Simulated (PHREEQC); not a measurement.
A solution holds 14 mmol/kgw BaCl2, 2.9 mmol/kgw CO2 and 1.9 mmol/kgw KCl, at 25 °C. Closed to the air; pH follows from the charge balance.

All values are PHREEQC results (ion-association model, wateq4f.dat), not measurements.

Q: The ionic strength comes out as 0.0439 mol/kgw. What activity coefficients do H+, BaHCO3+, K+, HCO3-, Ba+2 get?

A: H+ 0.86, BaHCO3+ 0.83, K+ 0.82, HCO3- 0.84, Ba+2 0.48.

Precipitation was switched off in this run. Complexes and solids missing from the database can't appear.
